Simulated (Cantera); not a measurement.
A closed system holds: 1 mol BN, 18 mol HCl, 1.1 mol Cl₂, equilibrated at 1.00 mbar.

These are equilibrium values from Cantera (NASA tables, ideal gas, pure condensed phases), not measurements of a reactor. Candidate condensed phases: B, BN, NH₄Cl; 21 gas species. The tables' values for BCl₂ are old estimates; treat these amounts as uncertain. Gases not in the tables: BHCl₂. Equilibrium is a limit: real reactors are often held back by kinetics, nucleation or transport.

x: gas mole fraction; n: condensed amount in mol.

```csv
T (K),x HCl,x BCl₃,x N₂,x H₂,n BN(s)
1050,0.932,0.0419,0.0209,0.00521,0.200
1075,0.930,0.0427,0.0213,0.00643,___
1100,0.927,0.0436,0.0218,0.00781,___
1125,0.924,0.0446,0.0223,0.00937,___
1150,0.920,0.0458,0.0229,0.0111,___
1175,0.916,0.0471,0.0235,0.0130,___
1200,0.912,0.0485,0.0242,0.0151,___
1225,0.908,0.0499,0.0250,0.0174,___
1250,0.903,0.0515,0.0258,0.0198,___
1275,0.900,0.0523,0.0262,0.0210,0
1300,0.900,0.0523,0.0262,0.0210,0
1325,0.900,0.0523,0.0262,0.0210,0
```

**Question.** Complete the blanks.

**Answer.** 
- 1075, n BN(s): 0.185
- 1100, n BN(s): 0.167
- 1125, n BN(s): 0.147
- 1150, n BN(s): 0.125
- 1175, n BN(s): 0.101
- 1200, n BN(s): 0.0745
- 1225, n BN(s): 0.0459
- 1250, n BN(s): 0.0154
